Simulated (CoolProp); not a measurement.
Saturation properties of R227EA.

Values from CoolProp's reference Helmholtz-energy equation of state, Lemmon 2016.

```
T (°C)  p (kPa)  liquid density (kg/m³)  enthalpy of vaporisation (kJ/kg)  surface tension (mN/m)  liquid conductivity (mW/(m K))
------  -------  ----------------------  --------------------------------  ----------------------  ------------------------------
11.35       [?]                    1443                             118.9                    8.63                            63.2
15.85     340.3                    1425                             116.6                    8.10                            62.0
20.25     392.2                    1407                             114.2                    7.58                            60.9
24.75     451.3                    1389                             111.7                    7.06                            59.7
29.15     515.3                    1370                             109.2                    6.57                            58.5
33.65     587.7                    1350                               [?]                    6.06                            57.3
38.05     665.6                    1330                             103.8                     [?]                            56.2
42.55     753.0                    1309                             100.8                    5.09                            55.0
46.95     846.6                    1287                               [?]                    4.62                            53.9
51.45     951.1                    1264                             94.57                    4.15                            52.7
55.85      1062                    1240                             91.21                    3.70                            51.5
60.25      1183                    1215                             87.64                    3.26                            50.4
```

Problem. Complete the blanks.

Solution. 
- 11.35, p (kPa): 292.8
- 33.65, enthalpy of vaporisation (kJ/kg): 106.5
- 38.05, surface tension (mN/m): 5.58
- 46.95, enthalpy of vaporisation (kJ/kg): 97.82

It boils at -16.3 °C under 1 atm.

Thermal conductivity comes from a separate model (Huber 2003), an estimate that may be off by 10 % or more. Surface tension comes from a separate correlation (Mulero 2012).
